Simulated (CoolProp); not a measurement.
Vapour pressure (MPa) of isopentane: the reference equation beside estimates from Tc = 460.3 K, pc = 3.378 MPa, ω = 0.227. Clausius-Clapeyron is anchored at 224.3 K with a constant enthalpy of vaporisation of 28.60 kJ/mol.

Values from CoolProp's reference Helmholtz-energy equation of state, Lemmon 2006. It is a short technical equation, of lower accuracy than the large ones.

```tsv
T (K)	reference	Clausius-Clapeyron	van der Waals	Redlich-Kwong	Soave-Redlich-Kwong	Peng-Robinson
224.3	0.002407	0.002407	0.07863	0.005292	0.002329	0.002532
240.5	0.006703	0.006763	0.1256	0.01374	0.006517	0.006910
256.7	0.01607	0.01668	0.1897	0.03068	0.01571	0.01634
272.9	0.03417	0.03695	0.2736	0.06088	0.03361	0.03442
289.1	0.06591	0.07487	0.3800	0.1099	0.06519	0.06600
305.3	0.1174	0.1408	0.5111	0.1840	0.1167	0.1171
321.5	0.1957	0.2483	0.6692	0.2897	0.1956	0.1950
337.7	0.3089	0.4149	0.8564	0.4333	0.3102	0.3078
353.9	0.4658	0.6613	1.074	0.6215	0.4697	0.4646
```

Absolute difference from the reference over all 9 rows, mean and median: Clausius-Clapeyron 16.6 and 13.6 %, van der Waals 898.1 and 476.5 %, Redlich-Kwong 71.0 and 66.7 %, Soave-Redlich-Kwong 1.4 and 1.1 %, Peng-Robinson 1.3 and 0.4 %.
